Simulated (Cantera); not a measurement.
A diamond (100) surface in a fixed gas of H2 with x(CH4) = 0.0028, x(H) = 0.0021, x(CH3) = 1.3e-05, at 1175 K; coverages are run to steady state.

Computed with Cantera and the Harris–Goodwin 1993 mechanism for the reconstructed diamond (100) surface.

θ: site fractions in the mechanism's names (c6HH fully hydrogenated, c6H* and c6*H radical sites, c6** diradical, c6HM methylated).

| P (Pa) | growth (µm/h) | θ c6HH | θ c6H* | θ c6*H | θ c6** | θ c6HM |
|---|---|---|---|---|---|---|
| 620 | 0.00665 | 0.465 | 0.0353 | 0.475 | 0.0241 | [?] |
| 950 | 0.0120 | 0.465 | 0.0353 | 0.475 | 0.0241 | [?] |
| 1400 | 0.0210 | 0.465 | 0.0353 | 0.475 | 0.0241 | [?] |
| 2200 | 0.0418 | 0.465 | 0.0353 | 0.475 | 0.0241 | [?] |
| 3400 | 0.0832 | 0.465 | 0.0353 | 0.475 | 0.0241 | [?] |
| 5200 | 0.165 | 0.465 | 0.0353 | 0.475 | 0.0241 | [?] |
| 7900 | 0.322 | 0.465 | 0.0353 | 0.475 | 0.0241 | [?] |
| 12000 | 0.618 | 0.465 | 0.0353 | 0.475 | 0.0241 | [?] |

**Question.** What belongs in the gaps?

**Answer.** 
- 620, θ c6HM: 5.01e-5
- 950, θ c6HM: 7.57e-5
- 1400, θ c6HM: 0.000109
- 2200, θ c6HM: 0.000166
- 3400, θ c6HM: 0.000243
- 5200, θ c6HM: 0.000345
- 7900, θ c6HM: 0.000473
- 12000, θ c6HM: 0.000625
